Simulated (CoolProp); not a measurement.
Vapour-liquid equilibrium of carbon dioxide (1) + dimethyl ether (2) at -17.65 °C; x and y are mole fractions of (1).

Model: multi-fluid Helmholtz-energy mixture model, Span 1996 and Wu 2011; pair parameters Bell 2016, in CoolProp.

| x | bubble pressure (MPa) | y at the bubble point | dew pressure at overall composition x (MPa) | liquid density (mol/L) |
|---|---|---|---|---|
| 0.05 | 0.1991 | 0.335 | 0.1436 | 16.06 |
| 0.125 | 0.3003 | 0.585 | 0.1550 | 16.55 |
| 0.2 | 0.4111 | 0.717 | 0.1683 | 17.06 |
| 0.275 | 0.5316 | 0.797 | 0.1841 | 17.59 |
| 0.35 | 0.6620 | 0.851 | 0.2032 | 18.13 |
| 0.425 | 0.8019 | 0.889 | 0.2266 | 18.70 |
| 0.5 | 0.9509 | 0.917 | 0.2561 | 19.28 |
| 0.575 | 1.108 | 0.938 | 0.2945 | 19.88 |
| 0.65 | 1.273 | 0.955 | 0.3465 | 20.49 |
| 0.725 | 1.445 | 0.968 | 0.4210 | 21.11 |
| 0.8 | 1.621 | 0.979 | 0.5369 | 21.72 |
| 0.875 | 1.803 | 0.988 | 0.7437 | 22.32 |
| 0.95 | 1.989 | 0.995 | 1.221 | 22.87 |

No azeotrope shows between x = 0.05 and 0.95.

The pair parameters rest on a limited set of measurements; away from them the model extrapolates.
